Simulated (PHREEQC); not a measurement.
Solution (20 °C): 0.0011 mol/kgw Al2(SO4)3. Closed to the air; pH follows from the charge balance.

Computed with PHREEQC (ion-association model, phreeqc.dat).

```
quantity                    before     after
------------------------  --------  --------
pH                            4.25      3.30
ionic strength (mol/kgw)   0.00763   0.00873
AlSO4+ (mol/kgw)           0.00138   0.00148
Al+3 (mol/kgw)            0.000700  0.000645
AlOH+2 (mol/kgw)           6.04e-5   6.23e-6
SI of Gibbsite (Al(OH)3)     +0.87     -2.01
```

Which change was made?
A. 0.0014 mol/kgw FeSO4 added
B. temperature from 20 to 40 °C
C. 0.00061 mol/kgw NaHSO4 added
D. Al2(SO4)3 from 0.0011 to 0.00165 mol/kgw
E. Al2(SO4)3 from 0.0011 to 0.00099 mol/kgw

C, 0.00061 mol/kgw NaHSO4 added

This is a speciation only: nothing precipitates in the calculation. Some of these states are supersaturated (in Gibbsite (slow to form), for instance).
